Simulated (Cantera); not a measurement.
Input: 1 mol HMDSO, 4.3 mol O3, 0.73 mol H2O, equilibrated at 11.0 Pa.

Cantera equilibrium calculation (NASA polynomials, part measured and part estimated; ideal gas, pure solids and liquids). Candidate condensed phases: C, C6H6, C7H8, C8H18, H2O, Si, SiC, SiO2; 123 gas species. The feed counts by its element totals alone. The tables hold silica as quartz up to 1696 K and as liquid above; real silica turns to tridymite and cristobalite and melts near 1996 K. Equilibrium is a limit: real reactors are often held back by kinetics, nucleation or transport.

Q: Which condensed phases are stable at each of these points (T (°C)): 1075, 1175, 1275, 1375, 1475, 1575, 1675?

A: 
```tsv
T (°C)	condensed phases	Si condensed (%)
1075	SiO2(β-quartz)	100.0
1175	SiO2(β-quartz)	100.0
1275	SiO2(β-quartz)	99.9
1375	SiO2(β-quartz)	99.0
1475	SiO2(condensed)	91.6
1575	SiO2(condensed)	52.5
1675	gas only	0.0
```

From 1075 °C to 1375 °C the condensed part is SiO2(β-quartz). From 1475 °C to 1575 °C the condensed part is SiO2(condensed). At 1675 °C nothing is condensed.
